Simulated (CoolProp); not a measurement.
Dodecamethylcyclohexasiloxane (D6) along the isotherm 346.85 °C: Z from the reference equation and from simpler models built on Tc = 372.6 °C, pc = 9.614 bar, ω = 0.736; each cubic takes its own stable root.

Values from CoolProp's reference Helmholtz-energy equation of state, Colonna 2008. It is a short technical equation, of lower accuracy than the large ones.

| p (bar) | phase | reference |
|---|---|---|
| 0.0456 | gas | 0.9977 |
| 0.0688 | gas | 0.9965 |
| 0.104 | gas | 0.9948 |
| 0.157 | gas | 0.9921 |
| 0.236 | gas | 0.9881 |
| 0.356 | gas | 0.9820 |
| 0.538 | gas | 0.9728 |
| 0.811 | gas | 0.9587 |
| 1.22 | gas | 0.9374 |
| 1.85 | gas | 0.9037 |
| 2.78 | gas | 0.8517 |
| 4.2 | gas | 0.7654 |
| 6.34 | gas | 0.5982 |
| 9.56 | liquid | 0.1593 |
| 14.4 | liquid | 0.2292 |

How far does each simpler model (van der Waals, Redlich-Kwong, Soave-Redlich-Kwong, Peng-Robinson) lie from the reference over these 15 states: mean and median of the absolute difference, and the worst?


- van der Waals: mean 9.8 %, median 1.4 %, worst +57.8 % at 346.85 °C and 9.56 bar
- Redlich-Kwong: mean 4.4 %, median 0.9 %, worst +23.3 % at 346.85 °C and 9.56 bar
- Soave-Redlich-Kwong: mean 2.6 %, median 0.7 %, worst +12.6 % at 346.85 °C and 9.56 bar
- Peng-Robinson: mean 0.6 %, median 0.3 %, worst +2.4 % at 346.85 °C and 6.34 bar
